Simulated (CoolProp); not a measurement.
A single-stage vapour-compression cycle with the fluid: evaporating at 292.15 K (dew point), condensing at 315.15 K (bubble point), superheat 8 K, subcooling 5 K, compressor efficiency 0.85, no pressure losses. The same conditions are run with several fluids, on thermodynamics alone (safety and materials aside).

Computed with CoolProp (reference Helmholtz-energy equation of state of each fluid (fluoroethane (R161): Wu 2012; n-hexane: Thol 2019; vinyl chloride: Thol 2022; trans-2-butene: Lemmon 2005; R507A: Lemmon 2003; propyne: Polt 1992)). The equations of Platzer and Polt are older, rougher fits. Blends and air are pseudo-pure fits.

```csv
fluid,cooling COP,pressure ratio,discharge temperature (K),refrigerating effect (kJ/kg),volumetric capacity (kJ/m³)
fluoroethane (R161),9.74,1.83,334.1,320,5550
n-hexane,10.4,2.61,320.3,342,185
vinyl chloride,10.1,1.94,338.4,307,2690
trans-2-butene,10.2,2.01,325.6,359,1650
R507A,9.11,1.80,327.0,125,6760
propyne,10.1,1.90,333.8,445,3820
```
